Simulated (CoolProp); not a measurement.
Vapour-liquid equilibrium of C2F6 (R116) (1) + R22 (2) at 9.02 bar; x and y are mole fractions of (1).

Computed with CoolProp (multi-fluid Helmholtz-energy mixture model, Lemmon 2006 and Kamei 1995; pair parameters Bell 2016).

| x | bubble temperature (°C) | y at the bubble point | dew temperature at overall composition x (°C) | liquid density (mol/L) |
|---|---|---|---|---|
| 0.05 | 8.2 | 0.282 | 17.8 | 14.04 |
| 0.15 | -6.0 | 0.557 | 13.8 | 13.77 |
| 0.25 | -12.7 | 0.664 | 9.6 | 13.25 |
| 0.35 | -16.2 | 0.715 | 5.0 | 12.66 |
| 0.45 | -18.3 | 0.749 | 0.0 | 12.06 |
| 0.55 | -19.9 | 0.777 | -5.6 | 11.50 |
| 0.65 | -21.3 | 0.808 | -11.8 | 10.99 |
| 0.75 | -22.5 | 0.845 | -18.4 | 10.53 |
| 0.85 | -23.7 | 0.893 | -22.7 | 10.13 |
| 0.95 | -24.5 | 0.958 | -24.5 | 9.782 |

No azeotrope shows between x = 0.05 and 0.95.

Pair parameters are fitted to limited data, so mixtures are less certain than the pure fluids. With so large a gap from Raoult's law the liquid may split in two, which this calculation doesn't test in full.
